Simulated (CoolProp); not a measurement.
Carbon monoxide at 298.15 K and 0.253 MPa is throttled through a valve to 0.171 MPa with no heat exchange. Each further row changes one setting.

Model: reference Helmholtz-energy equation of state, Lemmon 2006, in CoolProp. It is a short technical equation, of lower accuracy than the large ones.

```json
[
 {"case": "as stated", "temperature change (K)": "-0.2", "final density (kg/m³)": "…"},
 {"case": "outlet pressure 0.0513 MPa", "temperature change (K)": "-0.5", "final density (kg/m³)": "…"},
 {"case": "outlet pressure 0.222 MPa", "temperature change (K)": "-0.1", "final density (kg/m³)": "…"}
]
```

Problem. Complete the blanks.

Solution. 
- as stated, final density (kg/m³): 1.93
- outlet pressure 0.0513 MPa, final density (kg/m³): 0.581
- outlet pressure 0.222 MPa, final density (kg/m³): 2.51
